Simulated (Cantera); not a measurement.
An adiabatic, constant-volume homogeneous reactor starts with 20.1 % CH₃OH, 16.8 % O₂, 63.1 % N₂, equivalence ratio 1.8, at 1025 K and 0.987 atm.

Computed with Cantera and GRI-Mech 3.0 (53 species, 325 reactions). GRI-Mech 3.0 was tuned for natural gas; its chemistry of methanol as a main component is partial and can be far from experiment.

Q: Predict: time of steepest temperature rise; temperature at 0.400 s; equilibrium temperature; x(O₂) at 0.400 s; x(NO) at 0.400 s; x(H₂O) at 0.400 s; x(CO₂) at 0.400 s; x(HCN) at 0.400 s.

A: 
```
Item                                                                   Value
---------------------------------  -----------------------------------------
time of steepest temperature rise                                    0.252 s
temperature at 0.400 s                                                2629 K
equilibrium temperature                                               2629 K
x(O₂) at 0.400 s                   0.000198 (gas-phase equilibrium 0.000198)
x(NO) at 0.400 s                   0.000705 (gas-phase equilibrium 0.000705)
x(H₂O) at 0.400 s                        0.222 (gas-phase equilibrium 0.222)
x(CO₂) at 0.400 s                      0.0423 (gas-phase equilibrium 0.0423)
x(HCN) at 0.400 s                    7.56e-8 (gas-phase equilibrium 7.56e-8)
```
